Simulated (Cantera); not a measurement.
## Oxide etching and cleaning by halides: B2O3 + HF + N2

Input: 1 mol B2O3, 1 mol HF, 1.8 mol N2, held at 0.0810 bar.

Cantera equilibrium calculation (NASA polynomials, part measured and part estimated; ideal gas, pure solids and liquids). Candidate condensed phases: B, BN, B2O3, B3O3H3, H2O; 62 gas species. Gases not in the tables: H3BO3. Kinetics and transport are ignored.

```csv
T (°C),x N2,x HF,x H2O,x BF3,x BOF,x HBO2,x B3O3F3,x (HBO2)3,n B2O3(l)
825,0.669,0.125,0.123,0.0731,0.000808,0.000207,0.00872,0.000215,0.864
850,0.668,0.130,0.120,0.0712,0.00126,0.000312,0.00870,0.000187,0.866
875,0.667,0.135,0.117,0.0693,0.00193,0.000461,0.00867,0.000164,0.868
900,0.666,0.139,0.115,0.0673,0.00290,0.000668,0.00860,0.000143,0.869
925,0.665,0.144,0.112,0.0653,0.00428,0.000951,0.00851,0.000126,0.869
950,0.663,0.148,0.110,0.0632,0.00619,0.00133,0.00838,0.000111,0.870
975,0.662,0.151,0.107,0.0609,0.00881,0.00184,0.00822,9.79e-5,0.869
1000,0.659,0.155,0.105,0.0585,0.0123,0.00251,0.00801,8.67e-5,0.867
1025,0.657,0.157,0.102,0.0558,0.0170,0.00337,0.00775,7.69e-5,0.863
1050,0.653,0.159,0.0995,0.0528,0.0230,0.00448,0.00743,6.84e-5,0.858
1075,0.649,0.160,0.0971,0.0495,0.0308,0.00587,0.00704,6.10e-5,0.851
1100,0.644,0.161,0.0947,0.0457,0.0404,0.00762,0.00658,5.45e-5,0.841
1125,0.638,0.160,0.0924,0.0415,0.0522,0.00978,0.00603,4.88e-5,0.828
1150,0.631,0.158,0.0901,0.0369,0.0662,0.0124,0.00541,4.38e-5,0.812
```
x: gas mole fraction; n: condensed amount in mol.

From 825 °C to 1150 °C the condensed part is B2O3(l). The share of B in condensed phases is highest at 950 °C (87.0 %) and lowest at 1150 °C (81.2 %).
